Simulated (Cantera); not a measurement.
Cantera run, input and output.

```python
import numpy as np
import cantera as ct

gas = ct.Solution("gri30.yaml")
gas.TPX = 1875, 20000, {'CH4': 1, 'H2O': 0.3, 'H2': 0.24, 'N2': 0.0051}
inlet = ct.Reservoir(gas, clone=True)

reactor = ct.IdealGasConstPressureReactor(gas, energy="off", clone=False)
exhaust = ct.Reservoir(gas, clone=True)
tau = [0.58, 0.25, 0.11, 0.05, 0.022, 0.0097, 0.0043][0]
for a, b in ((inlet, reactor), (reactor, exhaust)):
    ct.MassFlowController(a, b, mdot=lambda t: reactor.mass / tau)
net = ct.ReactorNet([reactor])
show = ['CH4', 'H2O', 'H2', 'C2H6', 'H', 'CO2', 'CH3']

rows = []
print(f"{'tau/s':>10s}{'T/K':>9s}" + "".join(f"{s:>11s}" for s in show))
for tau in [0.58, 0.25, 0.11, 0.05, 0.022, 0.0097, 0.0043]:
    net.initial_time = 0.0
    net.advance(30 * tau)
    before = gas.X
    net.advance(40 * tau)
    drift = np.max(np.abs(gas.X - before) / (gas.X + 1e-9))
    rows.append([gas.T, *gas[show].X, drift])
    print(f"{tau:10.3e}{gas.T:9.1f}" + "".join(f"{x:11.3e}" for x in gas[show].X))
```

It prints:

```
     tau/s      T/K        CH4        H2O         H2       C2H6          H        CO2        CH3
 5.800e-01   1875.0  1.852e-02  2.566e-02  7.362e-01  3.067e-06  1.203e-03  6.935e-04  6.040e-04
 2.500e-01   1875.0  2.785e-02  4.470e-02  7.154e-01  6.794e-06  1.152e-03  9.828e-04  8.932e-04
 1.100e-01   1875.0  4.161e-02  6.774e-02  6.883e-01  1.474e-05  1.085e-03  1.069e-03  1.303e-03
 5.000e-02   1875.0  6.162e-02  9.005e-02  6.570e-01  3.100e-05  1.006e-03  8.859e-04  1.867e-03
 2.200e-02   1875.0  9.333e-02  1.098e-01  6.188e-01  6.688e-05  9.111e-04  5.473e-04  2.702e-03
 9.700e-03   1875.0  1.405e-01  1.253e-01  5.719e-01  1.407e-04  8.066e-04  2.557e-04  3.857e-03
 4.300e-03   1875.0  2.067e-01  1.386e-01  5.123e-01  2.803e-04  6.939e-04  9.160e-05  5.360e-03
```

Model: GRI-Mech 3.0 (53 species, 325 reactions), integrated in Cantera. GRI-Mech 3.0 stops at C3 and has no aromatics, soot or wall deposition, so with more carbon than oxygen in the feed, carbon stays in small species such as C2H2 where larger ones or solid carbon would form.
